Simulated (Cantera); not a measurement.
# Adiabatic ignition

An adiabatic, constant-volume homogeneous reactor starts with 4.36 % CH₄, 0.222 % H₂, 20.0 % O₂, 75.4 % N₂, at 950 K and 720000 Pa.

Cantera simulation using GRI-Mech 3.0 (53 species, 325 reactions); the numbers are that mechanism's predictions, not measurements. Below about 1000 K GRI-Mech 3.0 lacks low-temperature oxidation paths.

| t (s) | T (K) | P (bar) | x CH₄ | x H₂ | x O₂ | x CO₂ | x C₂H₆ |
|---|---|---|---|---|---|---|---|
| 8.00e-6 | 950 | 7.20 | 0.0436 | 0.00222 | 0.200 | <1e-12 | <1e-12 |
| 1.67e-5 | 950 | 7.20 | 0.0436 | 0.00222 | 0.200 | <1e-12 | <1e-12 |
| 3.49e-5 | 950 | 7.20 | 0.0436 | 0.00222 | 0.200 | <1e-12 | <1e-12 |
| 7.28e-5 | 950 | 7.20 | 0.0436 | 0.00222 | 0.200 | <1e-12 | <1e-12 |
| 0.000152 | 950 | 7.20 | 0.0436 | 0.00222 | 0.200 | <1e-12 | <1e-12 |
| 0.000317 | 950 | 7.20 | 0.0436 | 0.00222 | 0.200 | <1e-12 | <1e-12 |
| 0.000663 | 950 | 7.20 | 0.0436 | 0.00222 | 0.200 | <1e-12 | 3.43e-12 |
| 0.00138 | 950 | 7.20 | 0.0436 | 0.00222 | 0.200 | <1e-12 | 2.06e-11 |
| 0.00289 | 950 | 7.20 | 0.0436 | 0.00222 | 0.200 | <1e-12 | 1.10e-10 |
| 0.00603 | 950 | 7.20 | 0.0436 | 0.00222 | 0.200 | <1e-12 | 7.54e-10 |
| 0.0126 | 950 | 7.20 | 0.0436 | 0.00222 | 0.200 | 4.02e-12 | 1.14e-8 |
| 0.0263 | 950 | 7.20 | 0.0436 | 0.00222 | 0.200 | 3.00e-10 | 4.20e-7 |
| 0.0549 | 952 | 7.21 | 0.0434 | 0.00219 | 0.200 | 2.00e-8 | 8.24e-6 |
| 0.115 | 2166 | 16.4 | <1e-12 | 6.06e-5 | 0.112 | 0.0434 | <1e-12 |
| 0.239 | 2150 | 16.3 | <1e-12 | 5.55e-5 | 0.109 | 0.0435 | <1e-12 |
| 0.500 | 2145 | 16.3 | <1e-12 | 5.41e-5 | 0.108 | 0.0435 | <1e-12 |
x: mole fraction; the columns are a selection and need not sum to one.

```
Quantity                                                            Result
---------------------------------  ---------------------------------------
time of steepest temperature rise                                  0.110 s
temperature at 0.500 s                                              2145 K
equilibrium temperature                                             2145 K
x(CH₄) at 0.500 s                    <1e-12 (gas-phase equilibrium <1e-12)
x(H₂) at 0.500 s                   5.41e-5 (gas-phase equilibrium 5.40e-5)
x(O₂) at 0.500 s                       0.108 (gas-phase equilibrium 0.108)
```
